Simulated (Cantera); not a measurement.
# Low-pressure radical oxidation in H2/O2

A perfectly stirred reactor is fed with 7.33 % H₂, 66.7 % O₂, 26.0 % N₂, equivalence ratio 0.055, at 20.0 Torr; it is held at 900 K, and followed from long to short residence time.

Detailed kinetics in Cantera: the H2/O2 subset of GRI-Mech 3.0, which has no nitrogen chemistry. Radical loss at walls, strong at low pressure, is not modelled. Below about 950 K walls govern HO2 and H2O2 in real vessels. The temperature is held fixed by assumption; the heat of reaction is taken as removed at once.

| τ (s) | x H₂ | x O₂ | x O | x HO₂ | x H | x H₂O₂ |
|---|---|---|---|---|---|---|
| 15 | 0.000290 | 0.654 | 5.92e-5 | 2.95e-6 | 3.25e-6 | 1.43e-7 |
| 5.8 | 0.000504 | 0.654 | 0.000106 | 4.33e-6 | 8.39e-6 | 1.87e-7 |
| 2.3 | 0.000848 | 0.654 | 0.000184 | 6.10e-6 | 2.11e-5 | 2.37e-7 |
| 0.89 | 0.00142 | 0.654 | 0.000316 | 8.34e-6 | 5.41e-5 | 2.95e-7 |
| 0.35 | 0.00234 | 0.654 | 0.000528 | 1.08e-5 | 0.000136 | 3.57e-7 |
| 0.14 | 0.00378 | 0.654 | 0.000862 | 1.33e-5 | 0.000333 | 4.19e-7 |
| 0.054 | 0.00616 | 0.653 | 0.00141 | 1.56e-5 | 0.000828 | 4.81e-7 |
| 0.021 | 0.00995 | 0.653 | 0.00225 | 1.72e-5 | 0.00197 | 5.28e-7 |
| 0.0084 | 0.0158 | 0.652 | 0.00338 | 1.79e-5 | 0.00422 | 5.44e-7 |
| 0.0033 | 0.0252 | 0.652 | 0.00462 | 1.73e-5 | 0.00769 | 5.11e-7 |
| 0.0013 | 0.0403 | 0.654 | 0.00490 | 1.56e-5 | 0.00941 | 4.18e-7 |
x: mole fraction; the columns are a selection and need not sum to one.
